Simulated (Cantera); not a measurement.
## AlI₃ + N₂O + H₂ + N₂ (aluminium nitride and oxide growth)

Feed: 1 mol AlI₃, 2.4 mol N₂O, 630 mol H₂, 56 mol N₂, at 23.0 mbar.

Equilibrium computed with Cantera from the NASA thermochemical tables; the gas is ideal and each condensed phase is pure. Candidate condensed phases: Al, AlI₃, AlN, Al₂O₃, H₂O, I₂; 41 gas species. The tables' values for AlOH are old estimates; treat these amounts as uncertain. Equilibrium is a limit: real reactors are often held back by kinetics, nucleation or transport.

From 798 K to 2098 K the condensed part is Al₂O₃(s).

```csv
T (K),log p H₂,log p N₂,log p H,log p HI,log p I,log p H₂O,log p Al,log p AlI,n Al₂O₃(s)
798,-1.68,-2.71,-12.41,-4.00,-6.25,-4.52,<-13,<-13,0.500
898,-1.68,-2.71,-10.80,-4.01,-5.65,-4.52,<-13,<-13,0.500
998,-1.68,-2.71,-9.51,-4.03,-5.19,-4.52,<-13,<-13,0.500
1098,-1.68,-2.71,-8.45,-4.07,-4.83,-4.52,<-13,<-13,0.500
1198,-1.68,-2.71,-7.56,-4.14,-4.56,-4.52,<-13,-13.46,0.500
1298,-1.68,-2.71,-6.81,-4.24,-4.38,-4.52,<-13,-11.89,0.500
1398,-1.68,-2.71,-6.16,-4.36,-4.25,-4.52,<-13,-10.60,0.500
1498,-1.68,-2.71,-5.60,-4.49,-4.17,-4.52,-12.89,-9.51,0.500
1598,-1.68,-2.71,-5.11,-4.62,-4.12,-4.52,-11.20,-8.58,0.500
1698,-1.68,-2.71,-4.68,-4.75,-4.09,-4.52,-9.71,-7.78,0.500
1798,-1.68,-2.71,-4.29,-4.87,-4.06,-4.52,-8.40,-7.08,0.499
1898,-1.68,-2.71,-3.95,-4.99,-4.05,-4.52,-7.23,-6.47,0.493
1998,-1.68,-2.71,-3.64,-5.10,-4.04,-4.49,-6.22,-5.97,0.469
2098,-1.69,-2.72,-3.36,-5.21,-4.04,-4.39,-5.42,-5.64,0.371
```
log p: log10 of the partial pressure in bar; n: condensed amount in mol.
